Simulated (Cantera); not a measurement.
Input: 1 mol CH4, 0.43 mol NH3, equilibrated at 425 °C and 15800 Torr.

Equilibrium computed with Cantera from the NASA thermochemical tables; the gas is ideal and each condensed phase is pure. Equilibrium is a limit: real reactors are often held back by kinetics, nucleation or transport.

```
species            before     after
----------------  -------  --------
CH4                 0.545     0.863
H2                  0.332    0.0682
N2                  0.111    0.0679
NH3                0.0128  0.000935
C2H6              3.76e-6   4.60e-5
C(graphite), mol        0      1.29
```
Gas species are given as mole fractions.

Task: Name the change that produced these shifts.
(A) CH4 replaced by n-butane
(B) temperature from 425 °C to 902 °C
(C) temperature from 425 °C to 2677 °C
(D) pressure from 15800 Torr to 39.0 Torr

Result: A, CH4 replaced by n-butane
